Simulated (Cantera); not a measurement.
An isothermal, constant-pressure homogeneous reactor starts with 0.462 % CO, 5.00 % O2, 0.179 % H2O, 94.4 % N2, equivalence ratio 0.046, at 1198 K and 100000 Pa.

Cantera simulation using GRI-Mech 3.0 (53 species, 325 reactions); the numbers are that mechanism's predictions, not measurements.

Question: Predict: x(CO) at 1.00 s; x(O2) at 1.00 s; x(H2O) at 1.00 s; x(NO) at 1.00 s; x(HO2) at 1.00 s; x(OH) at 1.00 s.

Answer: 
```
Item                                                 Value
----------------  ----------------------------------------
x(CO) at 1.00 s   7.09e-7 (gas-phase equilibrium 3.55e-10)
x(O2) at 1.00 s      0.0478 (gas-phase equilibrium 0.0478)
x(H2O) at 1.00 s   0.00180 (gas-phase equilibrium 0.00180)
x(NO) at 1.00 s   9.28e-8 (gas-phase equilibrium 0.000101)
x(HO2) at 1.00 s  6.17e-9 (gas-phase equilibrium 5.79e-10)
x(OH) at 1.00 s    9.13e-7 (gas-phase equilibrium 2.70e-7)
```
